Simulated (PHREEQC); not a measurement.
## Ultrapure water in contact with air or piping: speciation

Model water analysis in mmol/kgw, 24 °C, pH 6.45, pe 12.9:

```json
[
 {"constituent": "Na", "mmol/kgw": "0.00291"},
 {"constituent": "K", "mmol/kgw": "0.000184"},
 {"constituent": "Ca", "mmol/kgw": "0.00108"},
 {"constituent": "Mg", "mmol/kgw": "0.00199"},
 {"constituent": "Cl", "mmol/kgw": "0.00146"},
 {"constituent": "S(6)", "mmol/kgw": "0.00138"},
 {"constituent": "Alkalinity (meq/kgw)", "mmol/kgw": "0.00507"},
 {"constituent": "Cd", "mmol/kgw": "2.06e-06"},
 {"constituent": "Zn", "mmol/kgw": "3.29e-06"}
]
```

Valence states are taken as typed.

Model: ion-association model, phreeqc.dat, run in PHREEQC.

Precipitation was switched off in this run.

### Question
Predict the charge-balance error.

### Answer
charge-balance error -0.2 %.

### Question
In which forms is C present?

### Answer
HCO3- 55 %, CO2 45 % of the C.

Complexes and solids missing from the database can't appear.
